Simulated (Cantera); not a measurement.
**Hydrocarbon pyrolysis for carbon deposition**

A perfectly stirred reactor is fed with 31.2 % C₂H₆, 68.8 % N₂, at 2.40 Torr; it is held at 1723 K, and followed from long to short residence time.

Cantera simulation using GRI-Mech 3.0 (53 species, 325 reactions); the numbers are that mechanism's predictions, not measurements. GRI-Mech 3.0 stops at C3 and has no aromatics, soot or wall deposition, so with more carbon than oxygen in the feed, carbon stays in small species such as C2H2 where larger ones or solid carbon would form. Radical loss at walls, strong at low pressure, is not modelled.

| τ (s) | x C₂H₆ | x C₂H | x C₂H₄ | x H | x C₂H₂ |
|---|---|---|---|---|---|
| 0.57 | 0.000336 | 6.21e-6 | 0.00202 | 0.00190 | 0.177 |
| 0.28 | 0.000668 | 6.58e-6 | 0.00373 | 0.00198 | 0.171 |
| 0.14 | 0.00130 | 6.96e-6 | 0.00663 | 0.00207 | 0.163 |
| 0.066 | 0.00268 | 7.37e-6 | 0.0120 | 0.00216 | 0.152 |
| 0.032 | 0.00539 | 7.64e-6 | 0.0206 | 0.00224 | 0.136 |
| 0.016 | 0.0105 | 7.61e-6 | 0.0329 | 0.00228 | 0.117 |
| 0.0077 | 0.0212 | 6.99e-6 | 0.0500 | 0.00226 | 0.0911 |
| 0.0037 | 0.0421 | 5.51e-6 | 0.0672 | 0.00214 | 0.0607 |
| 0.0018 | 0.0795 | 3.39e-6 | 0.0747 | 0.00188 | 0.0319 |
| 0.00089 | 0.136 | 1.48e-6 | 0.0630 | 0.00149 | 0.0117 |
| 0.00044 | 0.204 | 3.87e-7 | 0.0363 | 0.00104 | 0.00245 |
x: mole fraction; the columns are a selection and need not sum to one.
